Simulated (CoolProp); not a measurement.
Ammonia along the isobar 9.19 MPa: density (kg/m³) from the reference equation and from simpler models built on Tc = 132.4 °C, pc = 11.36 MPa, ω = 0.256; each cubic takes its own stable root.

Computed with CoolProp (reference Helmholtz-energy equation of state, Gao 2020).

```csv
T (°C),phase,reference,Redlich-Kwong,Soave-Redlich-Kwong
102.25,liquid,463.0,…,346.9
109.45,liquid,…,307.9,…
116.65,liquid,407.5,276.7,293.1
123.75,gas,91.60,81.49,…
130.95,gas,79.79,74.52,…
138.15,gas,72.68,…,69.06
145.35,gas,…,65.58,64.81
152.55,gas,63.63,62.35,61.39
159.75,gas,60.39,59.60,58.52
166.85,gas,57.70,57.25,…
174.05,gas,55.34,55.14,53.93
181.25,gas,53.28,53.26,52.01
```

Question: Complete the blanks.

Answer: 
- 102.25, Redlich-Kwong: 330.5
- 109.45, reference: 439.2
- 109.45, Soave-Redlich-Kwong: 323.7
- 123.75, Soave-Redlich-Kwong: 83.03
- 130.95, Soave-Redlich-Kwong: 74.67
- 138.15, Redlich-Kwong: 69.51
- 145.35, reference: 67.59
- 166.85, Soave-Redlich-Kwong: 56.09
